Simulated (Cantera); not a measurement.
A freely propagating, adiabatic, planar premixed flame of H2 : O2 : N2 = 1 : 0.294 : 0.912 (molar parts), equivalence ratio 1.7, unburnt at 450 K and 150000 Pa; mixture-averaged transport, grid criteria slope 0.08 and curve 0.16, no radiation.

Cantera simulation using the H2/O2 subset of GRI-Mech 3.0, which has no nitrogen chemistry; the numbers are that mechanism's predictions, not measurements. Burning velocities carry a grid error of a few per cent, more on coarse grids.

Task: What does this change do: N2 0.912 to 1.2 parts?

Result: 
```
quantity                    before     after
------------------------  --------  --------
laminar burning velocity  682 cm/s  544 cm/s
thermal thickness         0.229 mm  0.235 mm
peak x(HO2)               0.000563  0.000493
peak x(O)                  0.00571   0.00422
peak x(H)                   0.0895    0.0709
peak x(OH)                 0.00933   0.00605
```
